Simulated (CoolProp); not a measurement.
The fluid at 298.15 K and 0.175 MPa flows at 0.28 m/s in a round tube of 10 mm bore and 15 µm roughness, fully developed (64/Re and Nu = 3.66 if laminar; Colebrook and Gnielinski if turbulent). The same conditions are run with several fluids, on thermodynamics alone (safety and materials aside).

Computed with CoolProp (reference Helmholtz-energy equation of state of each fluid (propylene: Lemmon 2013; oxygen: Schmidt 1985; CF4 (R14): Platzer 1990; dry air: Lemmon 2000)). The equations of Platzer and Polt are older, rougher fits. Blends and air are pseudo-pure fits.

```tsv
fluid	Reynolds number	Darcy friction factor	pressure drop (Pa/m)	heat-transfer coefficient (W/(m² K))	mass flow (kg/h)
propylene	997	0.0642	0.767	6.28	0.241
oxygen	308	0.208	1.84	9.65	0.179
CF4 (R14)	1010	0.0632	1.55	5.87	0.495
dry air	310	0.206	1.65	9.61	0.162
```

Transport values come from each fluid's own correlations; those of propylene, CF4 (R14) are estimates that may be off by 10 % or more.
